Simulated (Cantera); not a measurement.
Cantera run:

```python
import numpy as np
import cantera as ct

gas_names = """
    Cr CrN CrO CrO2 CrO3 H HNO HNO2 HNO3 HO2 H2 H2O H2O2 N NH NH2 NH3 NH2OH NO NO2 NO3 N2 N2H2 N2H4 N2O
    O OH O2 O3
""".split()
cond_names = """
    Cr(cr) Cr(L) CrN(s) Cr2N(s) Cr2O3(s) Cr2O3(L) H2O(s) H2O(L)
""".split()


# ... load() reads the species with a 1 bar reference pressure and builds the phases ...
atoms = {
    'Cr': {'Cr': 1},
    'N2O': {'N': 2, 'O': 1},
    'H2': {'H': 2},
}
top_T = {'CrN(s)': 1900, 'Cr2N(s)': 1900}  # K; cautious upper limits of use, not melting points


# ... equilibrate(T, P, feed) seeds the gas with the atoms and calls Mixture.equilibrate('TP', solver="vcs", rtol=1e-11, max_steps=5000) ...
results = []
P = 10000  # Pa
for T in [2198, 2248, 2298, 2348, 2398, 2448, 2498, 2548, 2598, 2648]:
    for m in [1.3, 1.7, 2.2, 2.8, 3.6, 4.6, 5.8, 7.4, 9.5]:
        feed = {'Cr': 1, 'N2O': m, 'H2': 59}  # mol
        mix = equilibrate(T, P, feed)
        results.append((T, P, feed, dict(zip(mix.species_names, mix.species_moles))))

for T, P, feed, n in results:
    print(f"{T:7g} {feed['N2O']:10.4g}  " + (" + ".join(c for c in cond_names if n.get(c, 0) > 1e-12) or "gas only"))
```

Result:

```
   2198        1.3  gas only
   2198        1.7  gas only
   2198        2.2  gas only
   2198        2.8  gas only
   2198        3.6  gas only
   2198        4.6  gas only
   2198        5.8  Cr2O3(s)
   2198        7.4  Cr2O3(s)
   2198        9.5  Cr2O3(s)
   2248        1.3  gas only
   2248        1.7  gas only
   2248        2.2  gas only
   2248        2.8  gas only
   2248        3.6  gas only
   2248        4.6  gas only
   2248        5.8  gas only
   2248        7.4  gas only
   2248        9.5  Cr2O3(s)
   2298        1.3  gas only
   2298        1.7  gas only
   2298        2.2  gas only
   2298        2.8  gas only
   2298        3.6  gas only
   2298        4.6  gas only
   2298        5.8  gas only
   2298        7.4  gas only
   2298        9.5  gas only
   2348        1.3  gas only
   2348        1.7  gas only
   2348        2.2  gas only
   2348        2.8  gas only
   2348        3.6  gas only
   2348        4.6  gas only
   2348        5.8  gas only
   2348        7.4  gas only
   2348        9.5  gas only
   2398        1.3  gas only
   2398        1.7  gas only
   2398        2.2  gas only
   2398        2.8  gas only
   2398        3.6  gas only
   2398        4.6  gas only
   2398        5.8  gas only
   2398        7.4  gas only
   2398        9.5  gas only
   2448        1.3  gas only
   2448        1.7  gas only
   2448        2.2  gas only
   2448        2.8  gas only
   2448        3.6  gas only
   2448        4.6  gas only
   2448        5.8  gas only
   2448        7.4  gas only
   2448        9.5  gas only
   2498        1.3  gas only
   2498        1.7  gas only
   2498        2.2  gas only
   2498        2.8  gas only
   2498        3.6  gas only
   2498        4.6  gas only
   2498        5.8  gas only
   2498        7.4  gas only
   2498        9.5  gas only
   2548        1.3  gas only
   2548        1.7  gas only
   2548        2.2  gas only
   2548        2.8  gas only
   2548        3.6  gas only
   2548        4.6  gas only
   2548        5.8  gas only
   2548        7.4  gas only
   2548        9.5  gas only
   2598        1.3  gas only
   2598        1.7  gas only
   2598        2.2  gas only
   2598        2.8  gas only
   2598        3.6  gas only
   2598        4.6  gas only
   2598        5.8  gas only
   2598        7.4  gas only
   2598        9.5  gas only
   2648        1.3  gas only
   2648        1.7  gas only
   2648        2.2  gas only
   2648        2.8  gas only
   2648        3.6  gas only
   2648        4.6  gas only
   2648        5.8  gas only
   2648        7.4  gas only
   2648        9.5  gas only
```

Cantera equilibrium calculation (NASA polynomials, part measured and part estimated; ideal gas, pure solids and liquids).
